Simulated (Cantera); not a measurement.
Input: 1 mol Si, 21 mol HCl, 0.71 mol N₂, 5.4 mol NF₃, at 2.40 Pa.

Method: chemical equilibrium by Gibbs-energy minimisation in Cantera with the NASA 1993 tables (ideal gas, pure condensed phases). Candidate condensed phases: NH₄Cl, Si, Si₃N₄; 49 gas species. The tables' values for SiF₃ are old estimates; treat these amounts as uncertain. Kinetics and transport are ignored.

x: gas mole fraction; nothing condenses.

```json
[
 {"T (°C)": "675", "x HF": "0.384", "x Cl": "0.0150", "x HCl": "0.277", "x Cl₂": "0.185", "x N₂": "0.107", "x SiF₄": "0.0315"},
 {"T (°C)": "725", "x HF": "0.381", "x Cl": "0.0321", "x HCl": "0.275", "x Cl₂": "0.174", "x N₂": "0.106", "x SiF₄": "0.0312"},
 {"T (°C)": "775", "x HF": "0.375", "x Cl": "0.0622", "x HCl": "0.271", "x Cl₂": "0.156", "x N₂": "0.105", "x SiF₄": "0.0307"},
 {"T (°C)": "825", "x HF": "0.366", "x Cl": "0.108", "x HCl": "0.264", "x Cl₂": "0.129", "x N₂": "0.102", "x SiF₄": "0.0300"},
 {"T (°C)": "875", "x HF": "0.355", "x Cl": "…", "x HCl": "0.256", "x Cl₂": "…", "x N₂": "0.0992", "x SiF₄": "0.0291"},
 {"T (°C)": "925", "x HF": "0.343", "x Cl": "0.227", "x HCl": "0.248", "x Cl₂": "0.0579", "x N₂": "0.0959", "x SiF₄": "0.0281"},
 {"T (°C)": "975", "x HF": "0.334", "x Cl": "0.273", "x HCl": "0.241", "x Cl₂": "0.0306", "x N₂": "0.0934", "x SiF₄": "0.0274"},
 {"T (°C)": "1025", "x HF": "0.329", "x Cl": "0.300", "x HCl": "0.237", "x Cl₂": "…", "x N₂": "0.0920", "x SiF₄": "0.0270"},
 {"T (°C)": "1075", "x HF": "0.327", "x Cl": "0.313", "x HCl": "0.236", "x Cl₂": "0.00669", "x N₂": "0.0913", "x SiF₄": "0.0268"},
 {"T (°C)": "1125", "x HF": "0.325", "x Cl": "0.319", "x HCl": "0.235", "x Cl₂": "0.00312", "x N₂": "0.0910", "x SiF₄": "0.0267"},
 {"T (°C)": "1175", "x HF": "0.325", "x Cl": "0.322", "x HCl": "0.234", "x Cl₂": "0.00150", "x N₂": "0.0908", "x SiF₄": "0.0266"},
 {"T (°C)": "1225", "x HF": "0.325", "x Cl": "0.323", "x HCl": "0.234", "x Cl₂": "0.000754", "x N₂": "0.0907", "x SiF₄": "0.0266"},
 {"T (°C)": "1275", "x HF": "0.325", "x Cl": "0.324", "x HCl": "0.234", "x Cl₂": "0.000394", "x N₂": "0.0907", "x SiF₄": "0.0266"},
 {"T (°C)": "1325", "x HF": "0.324", "x Cl": "0.324", "x HCl": "0.234", "x Cl₂": "0.000214", "x N₂": "0.0907", "x SiF₄": "0.0265"}
]
```

Complete the blanks.


- 875, x Cl: 0.167
- 875, x Cl₂: 0.0937
- 1025, x Cl₂: 0.0145
